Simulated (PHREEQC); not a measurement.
Dissolve 0.22 mol/kgw Cu(NO3)2 and 0.0024 mol/kgw H2SO4 at 90 °C. Closed to the air; pH follows from the charge balance.

The numbers come from PHREEQC with the ion-association model, wateq4f.dat.

Each row changes one thing in this solution. This is a speciation only: nothing precipitates in the calculation.

| case | pH | ionic strength (mol/kgw) | SO4-2 (mol/kgw) | HSO4- (mol/kgw) |
|---|---|---|---|---|
| as made | 2.49 | 0.661 | 0.000795 | 0.000337 |
| diluted 10-fold with water | ? | ? | 0.000116 | ? |
| temperature from 90 to 5 °C | 2.44 | 0.661 | 0.000930 | 6.39e-5 |
| Cu(NO3)2 left out | 2.50 | 0.00446 | 0.00103 | 0.00137 |
| H2SO4 replaced by Al2(SO4)3 at the same molality | 3.17 | 0.674 | 0.00245 | 0.000213 |

Complete the blanks.


- diluted 10-fold with water, pH: 3.39
- diluted 10-fold with water, ionic strength (mol/kgw): 0.0662
- diluted 10-fold with water, HSO4- (mol/kgw): 1.21e-5

Some of these states are supersaturated (in Boehmite (slow to form), Gibbsite (slow to form), for instance). Away from 25 °C the constants follow the database's enthalpies or fits; those with neither stay at their 25 °C values.
